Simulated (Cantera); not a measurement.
Charge: 1 mol C₂H₂, 0.17 mol CO₂, 97 mol H₂, held at 13.3 mbar.

Equilibrium computed with Cantera from the NASA thermochemical tables; the gas is ideal and each condensed phase is pure. Candidate condensed phases: C, C₆H₆, C₇H₈, C₈H₁₈, H₂O; 110 gas species. Equilibrium is a limit: real reactors are often held back by kinetics, nucleation or transport. All values below are at 1677 °C.

Base state: H₂ 0.986, H 0.00986, CO 0.00344, C₂H₂ (acetylene) 0.000539 (mole fractions); condensed: C(graphite).

Q: What changes in the equilibrium state with this change: CO₂ from 0.17 to 0.075 mol?

A: 
```json
[
 {"species": "H₂", "before": "0.986", "after": "0.988"},
 {"species": "H", "before": "0.00986", "after": "0.00987"},
 {"species": "CO", "before": "0.00344", "after": "0.00152"},
 {"species": "C₂H₂ (acetylene)", "before": "0.000539", "after": "0.000540"},
 {"species": "C(graphite), mol", "before": "1.72", "after": "1.82"}
]
```
